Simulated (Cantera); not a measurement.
A closed system holds: 1 mol CH3SiH3, 0.78 mol C2H2, 48 mol H2, held at 18.0 mbar.

Method: chemical equilibrium by Gibbs-energy minimisation in Cantera with the NASA 1993 tables (ideal gas, pure condensed phases). Candidate condensed phases: C, C6H6, C7H8, C8H18, Si, SiC; 87 gas species. The feed counts by its element totals alone. Kinetics and transport are ignored.

**Question.** At 1450 °C, list the 4 most abundant gas species with their mole fractions, and the condensed phases.

**Answer.** H2 0.999, H 0.00136, C2H2 (acetylene) 9.04e-5, CH4 1.81e-5. Condensed: C(graphite) + SiC(s).
